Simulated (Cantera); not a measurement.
Input (Python, Cantera) and output of one run.

```python
import numpy as np
import cantera as ct

gas_names = """
    Electron H H+ H- HO2 H2 H2+ H2- H2O H2O+ H2O2 H2S H2SO4 H3O+ O O+ O- OH OH+ OH- O2 O2+ O2- O3 S S+
    S- SH SO SO2 SO3 S2 S2O S8
""".split()
cond_names = """
    H2O(s) H2O(L) H2SO4(L) S(cr1) S(cr2) S(L)
""".split()


# ... load() reads the species with a 1 bar reference pressure and builds the phases ...
atoms = {
    'S': {'S': 1},
    'SO2': {'S': 1, 'O': 2},
    'H2': {'H': 2},
}
top_T = {}  # K; cautious upper limits of use, not melting points


# ... equilibrate(T, P, feed) seeds the gas with the atoms and calls Mixture.equilibrate('TP', solver="vcs", rtol=1e-11, max_steps=5000) ...
results = []
feed = {'S': 1, 'SO2': 0.068, 'H2': 0.83}  # mol
P = 133.322  # Pa
for T in [2000, 2250, 2500, 2750, 3000, 3250, 3500, 3750, 4000, 4250, 4500, 4750, 5000]:
    mix = equilibrate(T, P, feed)
    results.append((T, P, feed, dict(zip(mix.species_names, mix.species_moles))))
    x = sorted(zip(gas.X, gas.species_names), reverse=True)
    print(f"T = {T:g} K  P = {P:g} Pa  gas = {mix.phase_moles(0):.4g} mol")
    print("   x: " + "  ".join(f"{s} {v:.3e}" for v, s in x if v > 1e-05))
    print("   condensed (mol): " + ("  ".join(f"{mix.phase(i).name} {mix.phase_moles(i):.4g}"
          for i in range(1, mix.n_phases) if mix.phase_moles(i) > 1e-12) or "none"))
```

Output:

```
T = 2000 K  P = 133.322 Pa  gas = 1.443 mol
   x: H2 4.879e-01  S2 3.106e-01  H2O 5.159e-02  S 4.855e-02  H 3.111e-02  SO 2.977e-02  SH 2.783e-02  SO2 6.115e-03  H2S 5.863e-03  OH 3.285e-04  S2O 2.860e-04  O 1.531e-05
   condensed (mol): none
T = 2250 K  P = 133.322 Pa  gas = 1.65 mol
   x: H2 3.962e-01  S2 1.968e-01  S 1.658e-01  H 1.280e-01  SO 4.876e-02  SH 3.267e-02  H2O 2.390e-02  SO2 4.094e-03  H2S 2.070e-03  OH 1.160e-03  O 2.585e-04  S2O 1.611e-04
   condensed (mol): none
T = 2500 K  P = 133.322 Pa  gas = 2.079 mol
   x: H 3.216e-01  S 3.091e-01  H2 2.182e-01  S2 6.635e-02  SO 4.851e-02  SH 2.084e-02  H2O 8.075e-03  OH 2.467e-03  O 2.392e-03  SO2 1.917e-03  H2S 4.083e-04  S2O 4.742e-05  O2 3.633e-05
   condensed (mol): none
T = 2750 K  P = 133.322 Pa  gas = 2.529 mol
   x: H 4.999e-01  S 3.557e-01  H2 7.120e-02  SO 3.265e-02  O 1.448e-02  S2 1.299e-02  SH 7.254e-03  OH 3.259e-03  H2O 1.729e-03  SO2 6.816e-04  O2 1.415e-04  H2S 3.972e-05
   condensed (mol): none
T = 3000 K  P = 133.322 Pa  gas = 2.765 mol
   x: H 5.624e-01  S 3.668e-01  O 3.523e-02  H2 1.691e-02  SO 1.166e-02  S2 2.803e-03  SH 2.141e-03  OH 1.729e-03  H2O 1.566e-04  O2 1.291e-04  SO2 7.743e-05
   condensed (mol): none
T = 3250 K  P = 133.322 Pa  gas = 2.838 mol
   x: H 5.751e-01  S 3.713e-01  O 4.441e-02  H2 4.279e-03  SO 2.853e-03  S2 7.437e-04  SH 6.934e-04  OH 5.542e-04  O2 4.209e-05  H2O 1.040e-05
   condensed (mol): none
T = 3500 K  P = 133.322 Pa  gas = 2.856 mol
   x: H 5.782e-01  S 3.724e-01  O 4.668e-02  H2 1.278e-03  SO 7.292e-04  SH 2.574e-04  S2 2.346e-04  OH 1.771e-04  O2 1.195e-05
   condensed (mol): none
T = 3750 K  P = 133.322 Pa  gas = 2.861 mol
   x: H 5.791e-01  S 3.727e-01  O 4.724e-02  H2 4.449e-04  SO 2.160e-04  SH 1.082e-04  S2 8.585e-05  OH 6.352e-05  S+ 3.004e-05  Electron 3.003e-05
   condensed (mol): none
T = 4000 K  P = 133.322 Pa  gas = 2.863 mol
   x: H 5.793e-01  S 3.727e-01  O 4.740e-02  H2 1.761e-04  S+ 8.845e-05  Electron 8.845e-05  SO 7.385e-05  SH 5.046e-05  S2 3.553e-05  OH 2.565e-05
   condensed (mol): none
T = 4250 K  P = 133.322 Pa  gas = 2.864 mol
   x: H 5.794e-01  S 3.726e-01  O 4.744e-02  Electron 2.305e-04  S+ 2.305e-04  H2 7.761e-05  SO 2.855e-05  SH 2.567e-05  S2 1.628e-05  OH 1.147e-05
   condensed (mol): none
T = 4500 K  P = 133.322 Pa  gas = 2.865 mol
   x: H 5.792e-01  S 3.721e-01  O 4.745e-02  Electron 5.422e-04  S+ 5.420e-04  H2 3.741e-05  SH 1.404e-05  SO 1.223e-05
   condensed (mol): none
T = 4750 K  P = 133.322 Pa  gas = 2.867 mol
   x: H 5.789e-01  S 3.713e-01  O 4.742e-02  Electron 1.170e-03  S+ 1.169e-03  H2 1.945e-05
   condensed (mol): none
T = 5000 K  P = 133.322 Pa  gas = 2.871 mol
   x: H 5.782e-01  S 3.697e-01  O 4.737e-02  Electron 2.342e-03  S+ 2.340e-03  H2 1.078e-05
   condensed (mol): none
```

Cantera equilibrium calculation (NASA polynomials, part measured and part estimated; ideal gas, pure solids and liquids).
